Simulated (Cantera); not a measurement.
Cantera run, input and output.

```python
import numpy as np
import cantera as ct

gas = ct.Solution("gri30.yaml")
gas.TPX = 1973, 22000, {'NO': 1, 'N2': 2.1}
reactor = ct.IdealGasConstPressureReactor(gas, energy="off", clone=False)
net = ct.ReactorNet([reactor])
net.rtol, net.atol = 1e-08, 1e-18
show = ['NO', 'O2', 'N2', 'N2O', 'O', 'NO2']
times = np.geomspace(6e-06, 200, 11)

steps = ct.SolutionArray(gas, extra=["t"])
rows = []
print(f"{'t/s':>10s}{'T/K':>9s}{'P/Pa':>11s}" + "".join(f"{s:>11s}" for s in show))
for t in times:
    while net.time < t:
        t_next = net.step()
        steps.append(gas.state, t=t_next)
    rows.append([np.interp(t, steps.t, y) for y in (steps.T, steps.P, *steps(*show).X.T)])
    print(f"{t:10.3e}{rows[-1][0]:9.1f}{rows[-1][1]:11.4g}" + "".join(f"{x:11.3e}" for x in rows[-1][2:]))
rate = np.gradient(steps.T, steps.t)
print("integrator steps:", len(steps.t))
if steps.T.max() > steps.T[0] + 200:
    print(f"time of steepest temperature rise: {steps.t[rate.argmax()]:.4e} s")
gas.TPX = 1973, 22000, {'NO': 1, 'N2': 2.1}
gas.equilibrate("TP")
print(f"equilibrium (TP): T = {gas.T:.1f} K  " + "  ".join(f"{s} {gas[s].X[0]:.3e}" for s in show))
```

It prints:

```
       t/s      T/K       P/Pa         NO         O2         N2        N2O          O        NO2
 6.000e-06   1973.0    2.2e+04  3.226e-01  3.701e-11  6.774e-01  1.306e-07  1.304e-07  5.435e-10
 3.392e-05   1973.0    2.2e+04  3.226e-01  1.172e-09  6.774e-01  7.338e-07  7.283e-07  1.676e-08
 1.917e-04   1973.0    2.2e+04  3.226e-01  3.657e-08  6.774e-01  4.004e-06  3.906e-06  4.483e-07
 1.084e-03   1973.0    2.2e+04  3.225e-01  1.349e-06  6.774e-01  1.866e-05  2.090e-05  7.108e-06
 6.128e-03   1973.0    2.2e+04  3.222e-01  7.895e-05  6.775e-01  4.397e-05  8.553e-05  3.669e-05
 3.464e-02   1973.0    2.2e+04  3.205e-01  9.282e-04  6.784e-01  4.557e-05  9.965e-05  4.314e-05
 1.958e-01   1973.0    2.2e+04  3.105e-01  5.887e-03  6.834e-01  4.220e-05  1.291e-04  5.665e-05
 1.107e+00   1973.0    2.2e+04  2.538e-01  3.415e-02  7.117e-01  2.694e-05  2.327e-04  8.926e-05
 6.258e+00   1973.0    2.2e+04  7.373e-02  1.241e-01  8.017e-01  2.234e-06  4.130e-04  4.797e-05
 3.538e+01   1973.0    2.2e+04  6.942e-03  1.575e-01  8.350e-01  1.760e-07  4.617e-04  5.084e-06
 2.000e+02   1973.0    2.2e+04  6.366e-03  1.578e-01  8.353e-01  1.732e-07  4.621e-04  4.667e-06
integrator steps: 1090
equilibrium (TP): T = 1973.0 K  NO 6.366e-03  O2 1.578e-01  N2 8.353e-01  N2O 1.732e-07  O 4.621e-04  NO2 4.667e-06
```

Cantera simulation using GRI-Mech 3.0 (53 species, 325 reactions); the numbers are that mechanism's predictions, not measurements.
